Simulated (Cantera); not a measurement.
Source: NASA polynomial tables (part measured, part estimated), evaluated in Cantera. Values are per mole of reaction as written; species without (g) are pure solids or liquids, kept so even where they would boil at 1 bar.

Task: Between 1075 and 1600 K, where is each reaction favourable under standard conditions?
- N(g) + 2 Ba(OH)2 ⇌ NO2(g) + 4 H(g) + 2 BaO

Result: 
- N(g) + 2 Ba(OH)2 ⇌ NO2(g) + 4 H(g) + 2 BaO: ΔG° is 755 kJ at 1075 K and 560 kJ at 1600 K; it stays positive (K < 1). ΔH° is 1141 kJ and ΔS° 363 J/K at 1600 K.
